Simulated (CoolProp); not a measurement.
Vapour-liquid equilibrium of propylene (1) + dimethyl ether (2) at -28.55 °C; x and y are mole fractions of (1).

Model: multi-fluid Helmholtz-energy mixture model, Lemmon 2013 and Wu 2011; pair parameters Bell 2016, in CoolProp.

```tsv
x	bubble pressure, mixture model (MPa)	bubble pressure, Raoult's law (MPa)	y, mixture model	y, Raoult's law
0.05	0.09536	0.09264	0.142	0.121
0.2	0.1219	0.1133	0.425	0.395
0.35	0.1453	0.1340	0.596	0.584
0.5	0.1660	0.1547	0.716	0.723
0.65	0.1846	0.1754	0.811	0.829
0.8	0.2018	0.1961	0.893	0.913
0.95	0.2183	0.2168	0.973	0.980
```

The largest gap from Raoult's law is +8.4 % in bubble pressure, at x = 0.35. No azeotrope shows between x = 0.05 and 0.95.

Pair parameters are fitted to limited data, so mixtures are less certain than the pure fluids.
